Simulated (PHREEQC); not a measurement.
Dissolve 0.0037 mol/kgw NaHSO4, 0.0033 mol/kgw Na2B4O7 and 0.00037 mol/kgw LiCl at 20 °C. Closed to the air; pH follows from the charge balance.

The numbers come from PHREEQC with the ion-association model, phreeqc.dat.

```json
[
 {"quantity": "pH", "before": "8.68", "after": "8.41"},
 {"quantity": "ionic strength (mol/kgw)", "before": "0.0141", "after": "0.0141"},
 {"quantity": "H3BO3 (mol/kgw)", "before": "0.0103", "after": "0.0103"},
 {"quantity": "H2BO3- (mol/kgw)", "before": "0.00290", "after": "0.00288"},
 {"quantity": "NaSO4- (mol/kgw)", "before": "0.000111", "after": "0.000131"},
 {"quantity": "LiSO4- (mol/kgw)", "before": "3.62e-6", "after": "3.49e-6"},
 {"quantity": "SI of Halite (NaCl)", "before": "-7.09", "after": "-7.13"}
]
```

Question: Name the change that produced these shifts.
A) temperature from 20 to 55 °C
B) diluted 10-fold with water
C) temperature from 20 to 10 °C
D) diluted 2-fold with water

Answer: A, temperature from 20 to 55 °C

This is a speciation only: nothing precipitates in the calculation. At this temperature some constants are extrapolated from 25 °C, and those without enthalpy data are left unchanged.
